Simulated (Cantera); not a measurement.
**Thermodynamics of silicon epitaxy and polysilicon growth, feed Si3H8 + Cl2 + H2**

Feed: 1 mol Si3H8, a varied amount of Cl2, 57 mol H2, held at 1498 K and 1.43 Torr.

Cantera equilibrium calculation (NASA polynomials, part measured and part estimated; ideal gas, pure solids and liquids). Candidate condensed phases: Si; 19 gas species. The feed counts by its element totals alone. The numbers say what is thermodynamically allowed, not how fast it happens.

| n(Cl2) (mol) | log p H2 | log p HCl | log p SiCl2 | log p H | log p Cl | log p Si | log p SiCl3 | n Si(s) |
|---|---|---|---|---|---|---|---|---|
| 0.0095 | -2.72 | -6.23 | -9.23 | -6.13 | -9.73 | -8.00 | -13.70 | 3.00 |
| 0.015 | -2.72 | -6.03 | -8.83 | -6.13 | -9.53 | -8.00 | -13.10 | 3.00 |
| 0.025 | -2.72 | -5.81 | -8.39 | -6.13 | -9.31 | -8.00 | -12.44 | 3.00 |
| 0.041 | -2.72 | -5.60 | -7.97 | -6.13 | -9.09 | -8.00 | -11.80 | 3.00 |
| 0.068 | -2.72 | -5.38 | -7.53 | -6.13 | -8.88 | -8.00 | -11.15 | 3.00 |
| 0.11 | -2.72 | -5.17 | -7.12 | -6.13 | -8.67 | -8.00 | -10.53 | 3.00 |
| 0.18 | -2.72 | -4.97 | -6.70 | -6.13 | -8.46 | -8.00 | -9.91 | 2.99 |
| 0.3 | -2.73 | -4.76 | -6.28 | -6.13 | -8.25 | -8.00 | -9.27 | 2.98 |
| 0.49 | -2.73 | -4.56 | -5.88 | -6.13 | -8.05 | -8.00 | -8.68 | 2.96 |
| 0.79 | -2.73 | -4.37 | -5.51 | -6.13 | -7.87 | -8.00 | -8.11 | 2.90 |
log p: log10 of the partial pressure in bar; n: condensed amount in mol.

From 0.0095 mol Cl2 to 0.79 mol Cl2 the condensed part is Si(s). The main Si-bearing gas is Si at 0.0095 mol Cl2 and SiCl2 at 0.79 mol Cl2.
